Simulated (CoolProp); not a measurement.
Model: reference Helmholtz-energy equation of state, Thol 2012, in CoolProp.

Problem. For benzene, give the phase and the cp (kJ/(kg K)), speed of sound (m/s), Joule-Thomson coefficient (K/MPa), isothermal compressibility (1/MPa) at 413.6 K and 17.1 MPa; 493.2 K and 17.1 MPa.

Solution. 
- 413.6 K and 17.1 MPa: liquid; cp 2.06, speed of sound 939, Joule-Thomson coefficient -0.277, isothermal compressibility 0.00195
- 493.2 K and 17.1 MPa: liquid; cp 2.31, speed of sound 693, Joule-Thomson coefficient -0.0936, isothermal compressibility 0.00398
